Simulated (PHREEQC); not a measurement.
Metal-bearing waste water: speciation

Solution (25 °C): 0.0036 mol/kgw ZnSO4 and 0.013 mol/kgw NaH2PO4. Closed to the air; pH follows from the charge balance.

All values are PHREEQC results (ion-association model, wateq4f.dat), not measurements.

Each row changes one thing in this solution. Precipitation was switched off in this run.

```
case                                               pH  ionic strength (mol/kgw)  Zn+2 (mol/kgw)  SO4-2 (mol/kgw)  ZnSO4 (mol/kgw)  NaSO4- (mol/kgw)  SI of Goslarite (ZnSO4:7H2O)  SI of Zincite(c) (ZnO)
-----------------------------------------------  ----  ------------------------  --------------  ---------------  ---------------  ----------------  ----------------------------  ----------------------
as made                                          4.68                    0.0247         0.00297          0.00284         0.000620          0.000102                         -3.62                   -4.55
NaH2PO4 replaced by NaAlO2 at the same molality  7.65                    0.0244         0.00285          0.00286         0.000603          0.000103                         -3.63                   +1.38
NaH2PO4 from 0.013 to 0.0065 mol/kgw             4.78                    0.0180         0.00289          0.00282         0.000690           5.41e-5                         -3.57              (withheld)
diluted 2-fold with water                        4.78                    0.0127         0.00156          0.00153         0.000231           3.16e-5                         -4.04                   -4.57
ZnSO4 from 0.0036 to 0.036 mol/kgw               4.66                    0.0949          0.0207       (withheld)           0.0133          0.000432                         -2.28                   -3.89
temperature from 25 to 30 °C                     4.68                    0.0247         0.00295          0.00283       (withheld)          0.000104                         -3.66                   -4.28
```

### Question
Some entries are withheld; supply them.

### Answer

- NaH2PO4 from 0.013 to 0.0065 mol/kgw, SI of Zincite(c) (ZnO): -4.34
- ZnSO4 from 0.0036 to 0.036 mol/kgw, SO4-2 (mol/kgw): 0.0182
- temperature from 25 to 30 °C, ZnSO4 (mol/kgw): 0.000633

Complexes and solids missing from the database can't appear. Some of these states are supersaturated (in Basaluminite, Al(OH)3(a), Zn3(PO4)2:4w, for instance). H3PO4, which wateq4f.dat lacks, is added to it with the constant of phreeqc.dat. The database has no phosphate complexes of Zn.
